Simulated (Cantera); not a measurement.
Cantera run:

```python
import numpy as np
import cantera as ct

gas_names = """
    H HO2 H2 H2O H2O2 Li LiH LiO LiOH Li2 Li2O Li2O2 Li2O2H2 O OH O2 O3
""".split()
cond_names = """
    H2O(s) H2O(L) Li(cr) Li(L) LiH(s) LiH(L) LiOH(s) LiOH(L) Li2O(s) Li2O(L)
""".split()


# ... load() reads the species with a 1 bar reference pressure and builds the phases ...
atoms = {
    'LiOH': {'Li': 1, 'O': 1, 'H': 1},
    'H2O': {'H': 2, 'O': 1},
    'H2': {'H': 2},
}
top_T = {}  # K; cautious upper limits of use, not melting points


# ... equilibrate(T, P, feed) seeds the gas with the atoms and calls Mixture.equilibrate('TP', solver="vcs", rtol=1e-11, max_steps=5000) ...
results = []
feed = {'LiOH': 1, 'H2O': 1.7, 'H2': 0.062}  # mol
T = 2075  # K
P = 76  # Pa
mix = equilibrate(T, P, feed)
results.append((T, P, feed, dict(zip(mix.species_names, mix.species_moles))))
print(gas.report(threshold=0.0001))
for i in range(1, mix.n_phases):
    print(f"{mix.phase(i).name:16s} {mix.phase_moles(i):12.5e} mol")
```

It prints:

```
       temperature   2075 K
          pressure   76 Pa
           density   7.7378e-05 kg/m^3
  mean mol. weight   17.565 kg/kmol
   phase of matter   gas

                          1 kg             1 kmol
                     ---------------   ---------------
          enthalpy       -4.8854e+06       -8.5814e+07  J
   internal energy       -5.8676e+06       -1.0307e+08  J
           entropy             18962        3.3308e+05  J/K
    Gibbs function       -4.4232e+07       -7.7695e+08  J
 heat capacity c_p            2731.5             47980  J/K
 heat capacity c_v            2258.2             39665  J/K

                      mass frac. Y      mole frac. X     chem. pot. / RT
                     ---------------   ---------------   ---------------
                 H         0.0012686          0.022106           -14.865
                H2         0.0060078          0.052346            -29.73
               H2O           0.55068           0.53694           -49.455
                Li          0.036675          0.092826           -19.726
               LiO         0.0010456        0.00080065            -39.45
              LiOH           0.30845           0.22625           -54.316
              Li2O         0.0010512        0.00061797           -59.177
                 O         0.0071399          0.007839           -19.724
                OH          0.025056          0.025879           -34.589
                O2          0.062614          0.034372           -39.448
     [   +7 minor]        1.3365e-05        2.4577e-05

Li(L)             0.00000e+00 mol
LiH(L)            0.00000e+00 mol
LiOH(L)           0.00000e+00 mol
Li2O(L)           0.00000e+00 mol
```

These are equilibrium values from Cantera (NASA tables, ideal gas, pure condensed phases), not measurements of a reactor.
